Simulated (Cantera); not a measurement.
Input: 1 mol C3H6, 3.7 mol H2, held at 600 K and 0.190 bar.

Equilibrium computed with Cantera from the NASA thermochemical tables; the gas is ideal and each condensed phase is pure. Candidate condensed phases: C, C6H6, C7H8, C8H18; 76 gas species. The numbers say what is thermodynamically allowed, not how fast it happens.

**Question.** What is the equilibrium state?

**Answer.** 
```json
{
 "x(CH4)": "0.790",
 "x(H2)": "0.210",
 "x(C2H6)": "1.75e-6",
 "n(C(graphite))": "0.0429 mol",
 "gas_amount": "3.743 mol"
}
```
